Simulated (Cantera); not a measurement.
Cantera run:

```python
import numpy as np
import cantera as ct

gas_names = [...]  # 113 gases of nasa_gas.yaml made of C, Cu, H, O
cond_names = """
    C(gr) C6H6(L) C7H8(L) C8H18(L),n-octa Cu(cr) Cu(L) CuO(s) CuO2H2(s) Cu2O(s) Cu2O(L) H2O(s) H2O(L)
""".split()


# ... load() reads the species with a 1 bar reference pressure and builds the phases ...
atoms = {
    'CuO': {'Cu': 1, 'O': 1},
    'CO': {'C': 1, 'O': 1},
    'H2': {'H': 2},
}
top_T = {'C(gr)': 4500, 'CuO(s)': 1390}  # K; cautious upper limits of use, not melting points


# ... equilibrate(T, P, feed) seeds the gas with the atoms and calls Mixture.equilibrate('TP', solver="vcs", rtol=1e-11, max_steps=5000) ...
results = []
feed = {'CuO': 1, 'CO': 6.6, 'H2': 0.33}  # mol
P = 101325  # Pa
for T in [873, 1023, 1173, 1323, 1473, 1623, 1773, 1923, 2073, 2223]:
    mix = equilibrate(T, P, feed)
    results.append((T, P, feed, dict(zip(mix.species_names, mix.species_moles))))

top = {s: max(r[3][s] / sum(r[3][g] for g in gas_names) for r in results) for s in gas_names}
cols = sorted((s for s in top if top[s] > 0.001), key=lambda s: -top[s])[:7]
seen = [c for c in cond_names if any(r[3].get(c, 0) > 1e-12 for r in results)]
print("log10 of partial pressures in bar; condensed amounts in mol")
print(f"{'T/K':>10s}" + "".join(f"{s[:9]:>10s}" for s in cols + seen))
for T, P, feed, n in results:
    ng = sum(n[g] for g in gas_names)
    print(f"{T:10.4g}" + "".join(f"{np.log10(max(n[s] / ng * P / 1e5, 1e-99)):10.3f}" for s in cols)
          + "".join(f"{n.get(c, 0):10.4g}" for c in seen))
```

It prints:

```
log10 of partial pressures in bar; condensed amounts in mol
       T/K        CO       CO2        H2       H2O        Cu         H     C(gr)    Cu(cr)     Cu(L)
       873    -0.607    -0.159    -1.458    -1.436   -13.344   -11.059     2.319         1         0
      1023    -0.121    -0.688    -1.376    -2.059   -10.415    -9.071    0.3808         1         0
      1173    -0.082    -0.861    -1.400    -2.074    -8.243    -7.629         0         1         0
      1323    -0.081    -0.870    -1.431    -1.951    -6.571    -6.515         0         1         0
      1473    -0.080    -0.878    -1.461    -1.865    -5.286    -5.628         0         0         1
      1623    -0.079    -0.885    -1.488    -1.803    -4.255    -4.905         0         0    0.9996
      1773    -0.078    -0.891    -1.513    -1.756    -3.404    -4.303         0         0    0.9973
      1923    -0.078    -0.896    -1.536    -1.722    -2.690    -3.794         0         0    0.9859
      2073    -0.080    -0.903    -1.560    -1.698    -2.082    -3.360         0         0    0.9423
      2223    -0.088    -0.916    -1.589    -1.687    -1.559    -2.988         0         0    0.8027
```

These are equilibrium values from Cantera (NASA tables, ideal gas, pure condensed phases), not measurements of a reactor.
